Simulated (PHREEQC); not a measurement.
A solution holds 0.0047 mol/kgw CuSO4, 0.00094 mol/kgw H2SO4 and 0.14 mol/kgw Na2SO4, at 65 °C. Closed to the air; pH follows from the charge balance.

Computed with PHREEQC (ion-association model, wateq4f.dat).

```csv
quantity,before,after
pH,3.73,4.22
ionic strength (mol/kgw),0.358,0.0411
Na+ (mol/kgw),0.245,0.0270
SO4-2 (mol/kgw),0.106,0.0132
NaSO4- (mol/kgw),0.0348,0.00103
CuSO4 (mol/kgw),0.00271,0.000203
SI of Tenorite (CuO),-2.14,-1.75
SI of Chalcanthite (CuSO4:5H2O),-2.45,-3.59
```

Task: Which change was made?
A) diluted 10-fold with water
B) diluted 100-fold with water
C) CuSO4 from 0.0047 to 0.00423 mol/kgw
D) H2SO4 replaced by K2SO4 at the same molality
E) H2SO4 from 0.00094 to 0.000188 mol/kgw

Result: A, diluted 10-fold with water

Precipitation was switched off in this run. Constants without temperature data keep their 25 °C values here.
